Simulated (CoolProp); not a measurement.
A single-stage vapour-compression cycle with n-perfluoropentane: evaporating at 283.15 K (dew point), condensing at 331.15 K (bubble point), superheat 5 K, subcooling 2 K, compressor efficiency 0.6, no pressure losses. Each further row changes one setting.

Model: reference Helmholtz-energy equation of state, Gao 2022, in CoolProp.

| case | cooling COP | pressure ratio | discharge temperature (K) | refrigerating effect (kJ/kg) | volumetric capacity (kJ/m³) |
|---|---|---|---|---|---|
| as stated | 2.35 | 5.53 | 331.1 | 51.1 | 298 |
| evaporating temperature 288.15 K | 2.84 | 4.48 | 331.1 | 54.9 | 391 |
| condensing temperature 326.15 K | 2.83 | 4.76 | 326.1 | 56.6 | 330 |
| subcooling 7 K | 2.61 | 5.53 | 331.1 | 56.6 | 330 |
| superheat 15 K | 2.52 | 5.53 | 331.1 | 59.1 | 332 |
| compressor efficiency 0.5 | 1.96 | 5.53 | 331.1 | 51.1 | 298 |

The compression ends wet for: as stated; evaporating temperature 288.15 K; condensing temperature 326.15 K; subcooling 7 K; superheat 15 K; compressor efficiency 0.5.
